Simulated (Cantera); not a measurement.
Feed: 1 mol BN, 0.25 mol H2O, 81 mol H2, held at 1775 K and 0.293 Torr.

Method: chemical equilibrium by Gibbs-energy minimisation in Cantera with the NASA 1993 tables (ideal gas, pure condensed phases). Candidate condensed phases: B, BN, B2O3, B3O3H3, H2O; 39 gas species. The tables' values for BH2 are old estimates; treat these amounts as uncertain. Rates play no part.

Task: What is the equilibrium state?

Result: 
- x(H2): 0.976
- x(H): 0.0145
- x(N2): 0.00606
- x(HBO): 0.00234
- x(BO): 0.000637
- x(BH2): 0.000106
- x(B2O2): 2.24e-5
- x(B): 4.99e-6
- x(B2O): 4.88e-6
- n(B(s)): 0.740 mol
- gas amount: 82.50 mol
- log10 activity of B3O3H3(s) (absent): -20.17
